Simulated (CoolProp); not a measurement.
A simple Rankine cycle with water: condensing at 311.15 K, boiler at 0.167 MPa, turbine inlet 402.8 K, turbine efficiency 0.8, pump efficiency 0.8, no recuperator. Each further row changes one setting.

Values from CoolProp's reference Helmholtz-energy equation of state, Wagner 2002.

| case | thermal efficiency (%) | net work (kJ/kg) | heat in (kJ/kg) | turbine exit temperature (K) | volume ratio over the turbine |
|---|---|---|---|---|---|
| as stated | 14.9 | 383 | 2570 | 311.2 | 17.9 |
| turbine inlet 422.8 K | 15.0 | 391 | 2610 | 311.2 | 17.3 |
| condensing temperature 303.15 K | 16.4 | 426 | 2600 | 303.1 | 26.9 |
| boiler pressure 0.117 MPa | 13.3 | 344 | 2580 | 311.2 | 12.7 |
| turbine efficiency 0.7 | 13.0 | 335 | 2570 | 311.2 | 18.3 |

The expansion ends wet for: as stated; turbine inlet 422.8 K; condensing temperature 303.15 K; boiler pressure 0.117 MPa; turbine efficiency 0.7.
